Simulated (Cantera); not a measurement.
A perfectly stirred reactor is fed with H2 : O2 : N2 = 0.14 : 1 : 0.37 (molar parts), equivalence ratio 0.070, at 2670 Pa; it is held at 1123 K, and followed from long to short residence time.

Cantera simulation using GRI-Mech 3.0 (53 species, 325 reactions); the numbers are that mechanism's predictions, not measurements. Radical loss at walls, strong at low pressure, is not modelled. The temperature is held fixed by assumption; the heat of reaction is taken as removed at once.

Problem. What does this change do: pressure from 2670 Pa to 3400 Pa?

Solution. 
| quantity | before | after |
|---|---|---|
| x(H2) at τ = 0.340 s | 0.000556 | 0.000498 |
| x(O2) at τ = 0.340 s | 0.644 | 0.644 |
| x(H2O2) at τ = 0.340 s | 3.01e-7 | 3.54e-7 |
| x(O) at τ = 0.340 s | 0.00194 | 0.00141 |
| x(H2O) at τ = 0.340 s | 0.0959 | 0.0961 |
| x(H2) at τ = 8.10 ms | 0.00490 | 0.00438 |
| x(O2) at τ = 8.10 ms | 0.630 | 0.634 |
| x(H2O2) at τ = 8.10 ms | 4.47e-7 | 5.84e-7 |
| x(O) at τ = 8.10 ms | 0.0155 | 0.0121 |
| x(H2O) at τ = 8.10 ms | 0.0845 | 0.0869 |
